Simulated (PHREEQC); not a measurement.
Hard or scaling water: an equilibrium model

Consider water at 51 °C with 23 mmol/kgw CaCl2, 0.76 mmol/kgw CO2 and 0.54 mmol/kgw MgSO4. Closed to the air; pH follows from the charge balance.

Computed with PHREEQC (Pitzer model, pitzer.dat).

No solid was allowed to form.

**Question.** Estimate the pH, density.

**Answer.** pH 4.72; density 0.990 g/cm³.

**Question.** In which forms is C present?

**Answer.** CO2 97 %, HCO3- 3.2 % of the C.

At this temperature some constants are extrapolated from 25 °C, and those without enthalpy data are left unchanged.
